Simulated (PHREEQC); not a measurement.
A solution holds 0.012 mol/kgw HF and 0.18 mol/kgw NH3, at 20 °C. Closed to the air; pH follows from the charge balance.

Computed with PHREEQC (ion-association model, phreeqc.dat).

| quantity | before | after |
|---|---|---|
| pH | 10.59 | 2.56 |
| ionic strength (mol/kgw) | 0.0123 | 0.183 |
| NH3 (mol/kgw) | 0.168 | 1.74e-8 |
| NH4+ (mol/kgw) | 0.0123 | 0.180 |

### Question
Which change was made?
A. HF from 0.012 to 0.0012 mol/kgw
B. temperature from 20 to 45 °C
C. NH3 replaced by NH4Br at the same molality
D. HF from 0.012 to 0.0108 mol/kgw
E. temperature from 20 to 70 °C

### Answer
C, NH3 replaced by NH4Br at the same molality

Precipitation was switched off in this run.
